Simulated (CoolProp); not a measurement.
Ethylene at several states: density (kg/m³) from the reference equation and from simpler models built on Tc = 282.4 K, pc = 5.042 MPa, ω = 0.087; each cubic takes its own stable root.

Model: reference Helmholtz-energy equation of state, Smukala 2000, in CoolProp.

```json
[
 {"T (K)": "324", "p (MPa)": "2.83", "phase": "gas", "reference": "(withheld)", "van der Waals": "(withheld)", "Peng-Robinson": "34.63"},
 {"T (K)": "250.3", "p (MPa)": "11.4", "phase": "liquid", "reference": "(withheld)", "van der Waals": "322.6", "Peng-Robinson": "(withheld)"},
 {"T (K)": "364.2", "p (MPa)": "26.6", "phase": "supercritical", "reference": "326.3", "van der Waals": "281.4", "Peng-Robinson": "(withheld)"},
 {"T (K)": "246.1", "p (MPa)": "0.741", "phase": "gas", "reference": "(withheld)", "van der Waals": "10.86", "Peng-Robinson": "(withheld)"},
 {"T (K)": "377.1", "p (MPa)": "0.0382", "phase": "gas", "reference": "0.3421", "van der Waals": "0.3422", "Peng-Robinson": "0.3422"},
 {"T (K)": "129.7", "p (MPa)": "0.0529", "phase": "liquid", "reference": "(withheld)", "van der Waals": "1.402", "Peng-Robinson": "672.2"}
]
```

### Question
What belongs in the gaps?

### Answer

- 324, reference: 33.96
- 324, van der Waals: 33.93
- 250.3, reference: 458.1
- 250.3, Peng-Robinson: 486.1
- 364.2, Peng-Robinson: 333.0
- 246.1, reference: 11.05
- 246.1, Peng-Robinson: 11.11
- 129.7, reference: 621.6

At some of these states van der Waals gives the other phase, because its saturation line lies elsewhere.
